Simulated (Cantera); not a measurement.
Feed: 1 mol SiH4, 0.04 mol Cl2, 4.6 mol N2, at 0.0130 bar.

Cantera equilibrium calculation (NASA polynomials, part measured and part estimated; ideal gas, pure solids and liquids). Candidate condensed phases: NH4Cl, Si, Si3N4; 28 gas species. N2 is the only nitrogen source here; it is nearly inert below about 1500 K, so the nitride shown seldom forms there in practice. The numbers say what is thermodynamically allowed, not how fast it happens. All values below are at 1100 K.

Base state: N2 0.658, H2 0.328, HCl 0.0134 (mole fractions); condensed: Si3N4(s).

Task: What changes in the equilibrium state with this change: SiH4 replaced by SiCl4?

Result: 
```json
[
 {"species": "N2", "before": "0.658", "after": "0.815"},
 {"species": "SiCl4", "before": "1.95e-8", "after": "0.177"},
 {"species": "Cl2", "before": "<1e-9", "after": "0.00655"},
 {"species": "H2", "before": "0.328", "after": "0"},
 {"species": "HCl", "before": "0.0134", "after": "0"},
 {"species": "Cl", "before": "4.75e-9", "after": "0.00108"},
 {"species": "Si3N4(s), mol", "before": "0.333", "after": "0"}
]
```

Task: What changes in the equilibrium state with this change: Cl2 from 0.04 to 0.58 mol?

Result: 
```csv
species,before,after
N2,0.658,0.605
H2,0.328,0.221
HCl,0.0134,0.173
SiCl4,1.95e-8,0.00127
SiCl3,6.02e-9,2.49e-5
SiHCl3,7.04e-9,2.38e-5
"Si3N4(s), mol",0.333,0.330
```
The tables' values for SiCl3 are old estimates; treat these amounts as uncertain.

Task: What changes in the equilibrium state with this change: Cl2 from 0.04 to 0.25 mol?

Result: 
| species | before | after |
|---|---|---|
| N2 | 0.658 | 0.636 |
| H2 | 0.328 | 0.283 |
| HCl | 0.0134 | 0.0807 |
| SiCl4 | 1.95e-8 | 3.53e-5 |
| Si3N4(s), mol | 0.333 | 0.333 |
